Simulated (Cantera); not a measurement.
A closed system holds: 1 mol CH4, 0.71 mol O2, 42 mol N2, held at 0.195 Torr.

Method: chemical equilibrium by Gibbs-energy minimisation in Cantera with the NASA 1993 tables (ideal gas, pure condensed phases). Candidate condensed phases: C, C6H6, C7H8, C8H18, H2O; 136 gas species. Kinetics and transport are ignored. All values below are at 1125 K.

Base state: N2 0.933, H2 0.0381, CO 0.0193, H2O 0.00639, CO2 0.00294 (mole fractions); condensed: gas only.

What changes in the equilibrium state with this change: O2 from 0.71 to 0.019 mol?


```json
[
 {"species": "N2", "before": "0.933", "after": "0.954"},
 {"species": "H2", "before": "0.0381", "after": "0.0454"},
 {"species": "CO", "before": "0.0193", "after": "0.000863"},
 {"species": "H2O", "before": "0.00639", "after": "<1e-9"},
 {"species": "CO2", "before": "0.00294", "after": "<1e-9"},
 {"species": "C(graphite), mol", "before": "0", "after": "0.962"}
]
```

What changes in the equilibrium state with this change: O2 from 0.71 to 0.013 mol?


```csv
species,before,after
N2,0.933,0.954
H2,0.0381,0.0454
CO,0.0193,0.000591
H2O,0.00639,<1e-9
CO2,0.00294,<1e-9
"C(graphite), mol",0,0.974
```
